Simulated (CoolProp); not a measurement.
c-C4F8 (RC318) at 345.47 K and 2.06 MPa flows at 12 m/s in a round tube of 4.6 mm bore and 45 µm roughness, fully developed (64/Re and Nu = 3.66 if laminar; Colebrook and Gnielinski if turbulent). Each further row changes one setting.

Model: reference Helmholtz-energy equation of state, Platzer 1990, in CoolProp. This equation is an older, rougher fit; its heat capacities, sound speeds and derivatives of the liquid may be far off and weren't checked against measurements.

```csv
case,Reynolds number,Darcy friction factor,pressure drop (Pa/m),heat-transfer coefficient (W/(m² K)),mass flow (kg/h)
as stated,376000,0.0378,764000,36700,927
velocity 24 m/s,752000,0.0377,3050000,73300,1850
diameter 9.2 mm,752000,0.0303,306000,31400,3710
```

Viscosity comes from a separate model (Huber 2003), an estimate that may be off by 10 % or more. Thermal conductivity comes from a separate model (Huber 2003), an estimate that may be off by 10 % or more.
